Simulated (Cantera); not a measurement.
Cantera run, input and output.

```python
import numpy as np
import cantera as ct

gas = ct.Solution("h2o2.yaml")
gas.TPX = 698, 430000, {'H2': 1, 'O2': 1.16, 'N2': 3.1}
inlet = ct.Reservoir(gas, clone=True)
gas.equilibrate("HP")  # start burning
reactor = ct.IdealGasConstPressureReactor(gas, energy="on", clone=False)
exhaust = ct.Reservoir(gas, clone=True)
tau = [0.03, 0.015, 0.0076, 0.0038, 0.0019, 0.00095, 0.00048, 0.00024, 0.00012, 6e-05, 3e-05, 1.5e-05][0]
for a, b in ((inlet, reactor), (reactor, exhaust)):
    ct.MassFlowController(a, b, mdot=lambda t: reactor.mass / tau)
net = ct.ReactorNet([reactor])
show = ['H2', 'O2', 'H2O2', 'O', 'H']

rows = []
print(f"{'tau/s':>10s}{'T/K':>9s}" + "".join(f"{s:>11s}" for s in show))
for tau in [0.03, 0.015, 0.0076, 0.0038, 0.0019, 0.00095, 0.00048, 0.00024, 0.00012, 6e-05, 3e-05, 1.5e-05]:
    net.initial_time = 0.0
    net.advance(30 * tau)
    before = gas.X
    net.advance(40 * tau)
    drift = np.max(np.abs(gas.X - before) / (gas.X + 1e-9))
    rows.append([gas.T, *gas[show].X, drift])
    print(f"{tau:10.3e}{gas.T:9.1f}" + "".join(f"{x:11.3e}" for x in gas[show].X))
```

Output:

```
     tau/s      T/K         H2         O2       H2O2          O          H
 3.000e-02   2084.0  1.745e-04  1.378e-01  3.972e-07  2.483e-04  1.978e-05
 1.500e-02   2083.2  2.019e-04  1.377e-01  4.044e-07  2.709e-04  2.300e-05
 7.600e-03   2081.7  2.517e-04  1.377e-01  4.187e-07  3.135e-04  2.940e-05
 3.800e-03   2078.9  3.422e-04  1.376e-01  4.476e-07  3.950e-04  4.278e-05
 1.900e-03   2074.4  4.972e-04  1.374e-01  5.009e-07  5.420e-04  7.032e-05
 9.500e-04   2067.3  7.524e-04  1.371e-01  5.891e-07  7.941e-04  1.266e-04
 4.800e-04   2056.8  1.153e-03  1.368e-01  7.189e-07  1.199e-03  2.373e-04
 2.400e-04   2041.3  1.789e-03  1.363e-01  9.020e-07  1.846e-03  4.581e-04
 1.200e-04   2018.7  2.768e-03  1.358e-01  1.148e-06  2.827e-03  8.837e-04
 6.000e-05   1986.2  4.253e-03  1.353e-01  1.476e-06  4.250e-03  1.677e-03
 3.000e-05   1940.2  6.478e-03  1.350e-01  1.930e-06  6.182e-03  3.088e-03
 1.500e-05   1876.3  9.837e-03  1.351e-01  2.617e-06  8.543e-03  5.436e-03
```

Cantera simulation using the H2/O2 subset of GRI-Mech 3.0, which has no nitrogen chemistry; the numbers are that mechanism's predictions, not measurements. The hydrogen kinetics of GRI-Mech 3.0 are dated; newer H2 mechanisms differ, most at raised pressure.
